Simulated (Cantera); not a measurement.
Feed: 1 mol Zr, 0.15 mol N2O, 370 mol H2, equilibrated at 1750 K and 0.770 Pa.

These are equilibrium values from Cantera (NASA tables, ideal gas, pure condensed phases), not measurements of a reactor. Candidate condensed phases: H2O, Zr, ZrN, ZrO2; 28 gas species. Mutual solubility and eutectic melting of coexisting phases are not modelled. ZrN: taken at fixed stoichiometry. Condensed phases not in the tables: solid solutions among these carbides, nitrides and lower oxides, N, O or C dissolved in the metal. The numbers say what is thermodynamically allowed, not how fast it happens.

Base state: H2 0.920, H 0.0804, ZrO 3.41e-5 (mole fractions); condensed: Zr(β) + ZrN(s) + ZrO2(tetragonal).

### Question
What changes in the equilibrium state with this change: pressure from 0.770 Pa to 101000 Pa?

### Answer
```csv
species,before,after
H2,0.920,1.000
H,0.0804,0.000231
ZrO,3.41e-5,<1e-9
"Zr(β), mol",0.618,0.625
"ZrN(s), mol",0.300,0.300
"ZrO2(tetragonal), mol",0.0684,0.0750
```

### Question
What changes in the equilibrium state with this change: temperature from 1750 K to 1900 K?

### Answer
| species | before | after |
|---|---|---|
| H2 | 0.920 | 0.752 |
| H | 0.0804 | 0.248 |
| ZrO | 3.41e-5 | 0.000355 |
| Zr | 1.80e-6 | 4.74e-5 |
| Zr(β), mol | 0.618 | 0.534 |
| ZrN(s), mol | 0.300 | 0.296 |
| ZrO2(tetragonal), mol | 0.0684 | 0 |
Condensed phases not in the tables: N, O or C dissolved in the metal.
